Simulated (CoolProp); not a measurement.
Vapour-liquid equilibrium of C2F6 (R116) (1) + R143a (2) at -11.05 °C; x and y are mole fractions of (1).

The numbers come from the multi-fluid Helmholtz-energy mixture model, Lemmon 2006 and Lemmon and Jacobsen 2000; pair parameters Bell 2016 in CoolProp.

| x | bubble pressure, mixture model (MPa) | bubble pressure, Raoult's law (MPa) | y, mixture model | y, Raoult's law |
|---|---|---|---|---|
| 0.05 | 0.5456 | 0.4791 | 0.219 | 0.142 |
| 0.125 | 0.6927 | 0.5488 | 0.405 | 0.310 |
| 0.2 | 0.8146 | 0.6185 | 0.513 | 0.440 |
| 0.275 | 0.9151 | 0.6882 | 0.584 | 0.544 |
| 0.35 | 0.9979 | 0.7579 | 0.636 | 0.629 |
| 0.425 | 1.067 | 0.8277 | 0.678 | 0.699 |
| 0.5 | 1.126 | 0.8974 | 0.713 | 0.759 |
| 0.575 | 1.178 | 0.9671 | 0.746 | 0.810 |
| 0.65 | 1.224 | 1.037 | 0.779 | 0.854 |
| 0.725 | 1.266 | 1.107 | 0.814 | 0.892 |
| 0.8 | 1.303 | 1.176 | 0.853 | 0.926 |
| 0.875 | 1.334 | 1.246 | 0.899 | 0.957 |
| 0.95 | 1.356 | 1.316 | 0.955 | 0.984 |

The largest gap from Raoult's law is +33.0 % in bubble pressure, at x = 0.275. No azeotrope shows between x = 0.05 and 0.95.

Pair parameters are fitted to limited data, so mixtures are less certain than the pure fluids.
